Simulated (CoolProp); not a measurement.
A Linde-Hampson liquefier for oxygen: isothermal reversible compression at 250 K from 1 atm to 20 MPa, throttling to 1 atm, return gas leaving the recuperator 0 K below the feed. Each further row changes one setting.

Computed with CoolProp (reference Helmholtz-energy equation of state, Schmidt 1985).

| case | liquid yield per pass | compression work (kJ/kg of gas) |
|---|---|---|
| as stated | (withheld) | 329 |
| high pressure 40 MPa | (withheld) | 369 |
| warm-end temperature 280 K | (withheld) | (withheld) |
| warm-end gap 5 K | (withheld) | 329 |

Problem. What belongs in the gaps?

Solution. 
- as stated, liquid yield per pass: 0.177
- high pressure 40 MPa, liquid yield per pass: 0.242
- warm-end temperature 280 K, liquid yield per pass: 0.128
- warm-end temperature 280 K, compression work (kJ/kg of gas): 375
- warm-end gap 5 K, liquid yield per pass: 0.167
